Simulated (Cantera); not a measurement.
Charge: 1 mol CH3F, 1.3 mol F2, held at 1623 K and 5.80 mbar.

Equilibrium computed with Cantera from the NASA thermochemical tables; the gas is ideal and each condensed phase is pure. Candidate condensed phases: C, C6H6, C7H8, C8H18; 95 gas species. Gases not in the tables: C2F6 and larger saturated fluorocarbons. Rates play no part.

Base state: HF 0.952, CF4 0.0472, CF2 0.000663, F 0.000300, CF3 4.56e-5 (mole fractions); condensed: C(graphite).

Task: What changes in the equilibrium state with this change: F2 from 1.3 to 1.6 mol?

Result: 
```json
[
 {"species": "HF", "before": "0.952", "after": "0.908"},
 {"species": "CF4", "before": "0.0472", "after": "0.0902"},
 {"species": "CF2", "before": "0.000663", "after": "0.000918"},
 {"species": "CF3", "before": "4.56e-5", "after": "7.41e-5"},
 {"species": "F", "before": "0.000300", "after": "0.000352"},
 {"species": "C(graphite), mol", "before": "0.849", "after": "0.699"}
]
```
